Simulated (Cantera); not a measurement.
Source: NASA polynomial tables (part measured, part estimated), evaluated in Cantera. Values are per mole of reaction as written; species without (g) are pure solids or liquids, kept so even where they would boil at 1 bar.

3 Cl₂(g) + 2 Si₂C(g) → SiC₂(g) + 3 SiCl₂(g)

```tsv
T (K)	ΔH° (kJ)	ΔS° (J/K)	ΔG° (kJ)	log10 K
2373	-963.5	-71.4	-794.0	17.48
2448	-964.2	-71.7	-788.6	16.83
2523	-965.0	-72.0	-783.2	16.21
2598	…	…	…	…
2673	…	…	…	…
2748	-967.7	-73.1	-766.9	14.58
2823	-968.8	-73.5	-761.4	14.09
```

Question: What belongs in the gaps?

Answer: 
- 2598, ΔH° (kJ): -965.8
- 2598, ΔS° (J/K): -72.4
- 2598, ΔG° (kJ): -777.8
- 2598, log10 K: 15.64
- 2673, ΔH° (kJ): -966.7
- 2673, ΔS° (J/K): -72.7
- 2673, ΔG° (kJ): -772.4
- 2673, log10 K: 15.09
